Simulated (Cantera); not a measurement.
A Cantera script and what it prints.

```python
import numpy as np
import cantera as ct

gas_names = """
    H HO2 H2 H2O H2O2 H2S H2SO4 Mg MgH MgO MgOH MgO2H2 MgS Mg2 O OH O2 O3 S SH SO SO2 SO3 S2 S2O S8
""".split()
cond_names = """
    H2O(s) H2O(L) H2SO4(L) Mg(cr) Mg(L) MgO(s) MgO(L) MgO2H2(s) MgS(s) MgSO4(s) MgSO4(L) S(cr1) S(cr2)
    S(L)
""".split()


# ... load() reads the species with a 1 bar reference pressure and builds the phases ...
atoms = {
    'MgO': {'Mg': 1, 'O': 1},
    'SO2': {'S': 1, 'O': 2},
    'H2O': {'H': 2, 'O': 1},
}
top_T = {'MgS(s)': 2250}  # K; cautious upper limits of use, not melting points


# ... equilibrate(T, P, feed) seeds the gas with the atoms and calls Mixture.equilibrate('TP', solver="vcs", rtol=1e-11, max_steps=5000) ...
results = []
feed = {'MgO': 1, 'SO2': 0.085, 'H2O': 0.48}  # mol
T = 1873  # K
P = 60000  # Pa
mix = equilibrate(T, P, feed)
results.append((T, P, feed, dict(zip(mix.species_names, mix.species_moles))))
x = sorted(zip(gas.X, gas.species_names), reverse=True)
print(f"T = {T:g} K  P = {P:g} Pa  gas = {mix.phase_moles(0):.4g} mol")
print("   x: " + "  ".join(f"{s} {v:.3e}" for v, s in x if v > 0.0001))
print("   condensed (mol): " + ("  ".join(f"{mix.phase(i).name} {mix.phase_moles(i):.4g}"
      for i in range(1, mix.n_phases) if mix.phase_moles(i) > 1e-12) or "none"))
```

It prints:

```
T = 1873 K  P = 60000 Pa  gas = 0.5661 mol
   x: H2O 8.444e-01  SO2 1.499e-01  H2 3.043e-03  O2 1.376e-03  OH 9.900e-04  SO 2.266e-04
   condensed (mol): MgO(s) 1
```

These are equilibrium values from Cantera (NASA tables, ideal gas, pure condensed phases), not measurements of a reactor.
